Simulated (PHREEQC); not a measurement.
# Brine

Consider water at 25 °C with 0.39 mol/kgw Na2SO4 and 1.9 mol/kgw NaCl. It is in equilibrium with CO2 at log p = 0 (atm). Otherwise closed; pH follows from the charge balance.

Model: Pitzer model, pitzer.dat, run in PHREEQC.

Each row changes one thing in this solution. Precipitation was switched off in this run.

| case | pH | HCO3- (mol/kgw) | CO3-2 (mol/kgw) |
|---|---|---|---|
| as made | 3.93 | 0.000327 | 1.46e-9 |
| temperature from 25 to 65 °C | 4.29 | 0.000425 | 5.36e-9 |
| NaCl left out | 4.21 | 0.000475 | 1.71e-9 |
| Na2SO4 from 0.39 to 0.351 mol/kgw | 3.92 | 0.000315 | 1.36e-9 |
| diluted 10-fold with water | 4.03 | 0.000220 | 4.01e-10 |
| diluted 5-fold with water | 4.03 | 0.000255 | 6.00e-10 |
| Na2SO4 left out | 3.69 | 0.000156 | 3.81e-10 |
| temperature from 25 to 70 °C | 4.33 | 0.000438 | 6.09e-9 |
| NaCl from 1.9 to 2.85 mol/kgw | 3.84 | 0.000287 | 1.35e-9 |

Species that the database lacks are ignored. In brines, pH and single-ion activities rest on the MacInnes convention. At this temperature some constants are extrapolated from 25 °C, and those without enthalpy data are left unchanged.
